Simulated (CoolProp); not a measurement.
A closed Brayton cycle with nitrogen: compressor inlet 309.15 K and 0.76 MPa, high pressure 2.25 MPa, turbine inlet 635 K, compressor efficiency 0.85, turbine efficiency 0.85, recuperator effectiveness 0.95 (on enthalpy, no pinch check). Each further row changes one setting.

Model: reference Helmholtz-energy equation of state, Span 2000, in CoolProp.

```csv
case,thermal efficiency (%),net work (kJ/kg),compressor to turbine work,compressor exit (K),turbine exit (K)
as stated,8.5,13.1,0.91,441.4,494.1
turbine inlet 585 K,0.8,1.06,0.99,441.4,454.3
compressor inlet 319.15 K,5.6,8.64,0.94,455.5,494.1
high pressure 1.91 MPa,12.3,16.9,0.87,418.8,513.0
recuperator effectiveness 0.5,7.3,13.1,0.91,441.4,494.1
```
